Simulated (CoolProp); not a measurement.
Vapour pressure (kPa) of toluene: the reference equation beside estimates from Tc = 591.7 K, pc = 4126 kPa, ω = 0.266. Clausius-Clapeyron is anchored at 423.8 K with a constant enthalpy of vaporisation of 30.64 kJ/mol.

Values from CoolProp's reference Helmholtz-energy equation of state, Lemmon 2006. It is a short technical equation, of lower accuracy than the large ones.

```
T (K)  reference  Lee-Kesler  Clausius-Clapeyron  van der Waals  Redlich-Kwong  Soave-Redlich-Kwong  Peng-Robinson
-----  ---------  ----------  ------------------  -------------  -------------  -------------------  -------------
349.2      33.85       32.79               43.59          325.5          70.81                33.13          34.01
364.1      55.97       54.70               67.14          413.9          109.5                55.05          56.00
379        88.37       87.07               99.96          517.3          162.5                87.34          88.17
393.9      134.0       133.0               144.4          636.7          232.5                133.1          133.5
408.8      196.3       195.9               203.1          773.1          322.5                195.9          195.5
423.8      279.4       280.3               279.4          928.5          436.3                280.1          278.5
438.7      386.4       388.9               375.5           1102          575.2                388.9          385.5
453.6      521.7       526.3               494.8           1294          742.9                527.2          521.5
468.5      690.1       697.1               640.7           1507          942.0                699.8          691.1
483.5      897.7       907.1               817.8           1743           1177                913.0          901.0
498.4       1147        1159                1027           1999           1447                 1169           1154
```

Absolute difference from the reference over all 11 rows, mean and median: Lee-Kesler 1.2 and 1.0 %, Clausius-Clapeyron 9.8 and 7.8 %, van der Waals 318.9 and 232.3 %, Redlich-Kwong 60.7 and 56.2 %, Soave-Redlich-Kwong 1.2 and 1.2 %, Peng-Robinson 0.3 and 0.3 %.
